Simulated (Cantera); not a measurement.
A closed system holds: 1 mol SiC, 2.4 mol N₂O, 5.4 mol N₂, equilibrated at 1450 °C.

These are equilibrium values from Cantera (NASA tables, ideal gas, pure condensed phases), not measurements of a reactor. Candidate condensed phases: C, Si, SiC, SiO₂, Si₂N₂O, Si₃N₄; 34 gas species. Mutual solubility and eutectic melting of coexisting phases are not modelled. The tables hold silica as quartz up to 1696 K and as liquid above; real silica turns to tridymite and cristobalite and melts near 1996 K. Kinetics and transport are ignored.

Problem. Which condensed phases are stable at each of these points (P (Pa)): 0.100, 1.50, 22, 320, 4600, 68000, 1000000?

Solution. 
```
P (Pa)              condensed phases  Si condensed (%)
-------  ---------------------------  ----------------
0.100                       gas only               0.0
1.50                 SiO₂(condensed)              29.4
22                   SiO₂(condensed)              39.1
320                  SiO₂(condensed)              39.9
4600     SiO₂(condensed) + Si₂N₂O(s)              77.6
68000    SiO₂(condensed) + Si₂N₂O(s)              99.4
1000000  SiO₂(condensed) + Si₂N₂O(s)             100.0
```

At 0.100 Pa nothing is condensed. From 1.50 Pa to 320 Pa the condensed part is SiO₂(condensed). From 4600 Pa to 1000000 Pa the condensed part is SiO₂(condensed) + Si₂N₂O(s).
